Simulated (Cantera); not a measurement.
Input (Python, Cantera) and output of one run.

```python
import numpy as np
import cantera as ct

gas_names = """
    H HNO HNO2 HNO3 HO2 H2 H2O H2O2 H2S H2SO4 N NH NH2 NH3 NH2OH NO NO2 NO3 N2 N2H2 N2H4 N2O O OH O2 O3
    S SH SN SO SO2 SO3 S2 S2O S8
""".split()
cond_names = """
    H2O(s) H2O(L) H2SO4(L) S(cr1) S(cr2) S(L)
""".split()


# ... load() reads the species with a 1 bar reference pressure and builds the phases ...
atoms = {
    'S': {'S': 1},
    'H2O': {'H': 2, 'O': 1},
    'N2': {'N': 2},
}
top_T = {}  # K; cautious upper limits of use, not melting points


# ... equilibrate(T, P, feed) seeds the gas with the atoms and calls Mixture.equilibrate('TP', solver="vcs", rtol=1e-11, max_steps=5000) ...
results = []
feed = {'S': 1, 'H2O': 1.1, 'N2': 0.22}  # mol
T = 1923  # K
P = 97  # Pa
mix = equilibrate(T, P, feed)
results.append((T, P, feed, dict(zip(mix.species_names, mix.species_moles))))
x = sorted(zip(gas.X, gas.species_names), reverse=True)
print(f"T = {T:g} K  P = {P:g} Pa  gas = {mix.phase_moles(0):.4g} mol")
print("   x: " + "  ".join(f"{s} {v:.3e}" for v, s in x if v > 0.001))
print("   condensed (mol): " + ("  ".join(f"{mix.phase(i).name} {mix.phase_moles(i):.4g}"
      for i in range(1, mix.n_phases) if mix.phase_moles(i) > 1e-12) or "none"))
```

Result:

```
T = 1923 K  P = 97 Pa  gas = 2.071 mol
   x: H2 3.110e-01  H2O 2.030e-01  SO2 1.210e-01  S2 1.206e-01  N2 1.062e-01  SO 8.457e-02  S 2.099e-02  H 1.687e-02  SH 1.159e-02  H2S 2.470e-03
   condensed (mol): none
```

Method: chemical equilibrium by Gibbs-energy minimisation in Cantera with the NASA 1993 tables (ideal gas, pure condensed phases).
